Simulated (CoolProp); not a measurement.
trans-2-butene along the isobar 1840 kPa: fugacity coefficient from the reference equation and from simpler models built on Tc = 428.6 K, pc = 4019 kPa, ω = 0.210; each cubic takes its own stable root.

Values from CoolProp's reference Helmholtz-energy equation of state, Lemmon 2005. It is a short technical equation, of lower accuracy than the large ones.

| T (K) | phase | reference |
|---|---|---|
| 322.5 | liquid | 0.2422 |
| 330.3 | liquid | 0.2908 |
| 338.1 | liquid | 0.3452 |
| 345.8 | liquid | 0.4045 |
| 353.6 | liquid | 0.4704 |
| 361.4 | liquid | 0.5419 |
| 369.2 | liquid | 0.6187 |
| 376.9 | liquid | 0.6993 |
| 384.7 | gas | 0.7742 |
| 392.5 | gas | 0.7896 |
| 400.3 | gas | 0.8035 |
| 408 | gas | 0.8159 |
| 415.8 | gas | 0.8274 |
| 423.6 | gas | 0.8378 |

How far does each simpler model (van der Waals, Redlich-Kwong, Soave-Redlich-Kwong, Peng-Robinson) lie from the reference over these 14 states: mean and median of the absolute difference, and the worst?


- van der Waals: mean 41.2 %, median 23.3 %, worst +124.7 % at 322.5 K and 1840 kPa
- Redlich-Kwong: mean 12.6 %, median 13.0 %, worst +31.0 % at 322.5 K and 1840 kPa
- Soave-Redlich-Kwong: mean 1.9 %, median 2.5 %, worst +3.0 % at 353.6 K and 1840 kPa
- Peng-Robinson: mean 0.6 %, median 0.4 %, worst -1.2 % at 423.6 K and 1840 kPa

At some of these states van der Waals, Redlich-Kwong gives the other phase, because its saturation line lies elsewhere.
